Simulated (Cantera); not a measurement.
A closed system holds: 1 mol CuO, 0.99 mol CO, at 75.0 Torr.

These are equilibrium values from Cantera (NASA tables, ideal gas, pure condensed phases), not measurements of a reactor. Candidate condensed phases: C, Cu, CuO, Cu2O; 15 gas species. Each liquid is taken as pure. Mutual solubility and eutectic melting of coexisting phases are not modelled. The numbers say what is thermodynamically allowed, not how fast it happens.

Q: Which condensed phases are stable at each of these points (T (K)): 948, 1098, 1248, 1398, 1548, 1698, 1848, 1998, 2148?

A: 
| T (K) | condensed phases | Cu condensed (%) |
|---|---|---|
| 948 | Cu(s) + Cu2O(s) | 100.0 |
| 1098 | Cu(s) + Cu2O(s) | 100.0 |
| 1248 | Cu(s) + Cu2O(s) | 100.0 |
| 1398 | Cu(l) + Cu2O(s) | 100.0 |
| 1548 | Cu(l) + Cu2O(l) | 100.0 |
| 1698 | Cu(l) | 99.8 |
| 1848 | Cu(l) | 99.1 |
| 1998 | Cu(l) | 95.5 |
| 2148 | Cu(l) | 80.8 |

From 948 K to 1248 K the condensed part is Cu(s) + Cu2O(s). At 1398 K the condensed part is Cu(l) + Cu2O(s). At 1548 K the condensed part is Cu(l) + Cu2O(l). From 1698 K to 2148 K the condensed part is Cu(l).
